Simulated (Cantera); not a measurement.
# PbO + C + CO + CH4 (carbothermic reduction)

Charge: 1 mol PbO, 1.1 mol C, 0.74 mol CO, 3.6 mol CH4, at 5500 Pa.

Equilibrium computed with Cantera from the NASA thermochemical tables; the gas is ideal and each condensed phase is pure. Candidate condensed phases: C, C6H6, C7H8, C8H18, H2O, Pb, PbO, PbO2, Pb3O4; 113 gas species. Rates play no part.

| T (°C) | x H2 | x CO | x Pb | x H2O | x CH4 | x CO2 | x H | x C2H2 (acetylene) | n C(graphite) | n Pb(l) |
|---|---|---|---|---|---|---|---|---|---|---|
| 602 | 0.793 | 0.151 | 1.23e-5 | 0.0269 | 0.0151 | 0.0136 | 1.90e-10 | 1.88e-11 | 3.91 | 1.000 |
| 752 | 0.802 | 0.192 | 0.000506 | 0.00225 | 0.00260 | 0.000697 | 1.66e-8 | 1.77e-9 | 3.70 | 0.996 |
| 902 | 0.798 | 0.193 | 0.00792 | 0.000294 | 0.000671 | 5.54e-5 | 4.67e-7 | 5.08e-8 | 3.70 | 0.929 |
| 1052 | 0.752 | 0.182 | 0.0655 | 5.41e-5 | 0.000209 | 7.02e-6 | 6.05e-6 | 6.40e-7 | 3.70 | 0.373 |
| 1202 | 0.724 | 0.175 | 0.101 | 1.44e-5 | 8.38e-5 | 1.40e-6 | 4.71e-5 | 4.83e-6 | 3.70 | 0 |
| 1352 | 0.724 | 0.175 | 0.101 | 5.21e-6 | 4.24e-5 | 4.05e-7 | 0.000256 | 2.57e-5 | 3.70 | 0 |
| 1502 | 0.723 | 0.175 | 0.101 | 2.25e-6 | 2.41e-5 | 1.46e-7 | 0.00105 | 0.000103 | 3.70 | 0 |
| 1652 | 0.721 | 0.175 | 0.100 | 1.11e-6 | 1.49e-5 | 6.24e-8 | 0.00346 | 0.000330 | 3.69 | 0 |
| 1802 | 0.715 | 0.174 | 0.100 | 6.03e-7 | 9.86e-6 | 3.02e-8 | 0.00960 | 0.000887 | 3.68 | 0 |
x: gas mole fraction; n: condensed amount in mol.

From 602 °C to 1052 °C the condensed part is C(graphite) + Pb(l). From 1202 °C to 1802 °C the condensed part is C(graphite). The main Pb-bearing gas is Pb throughout.
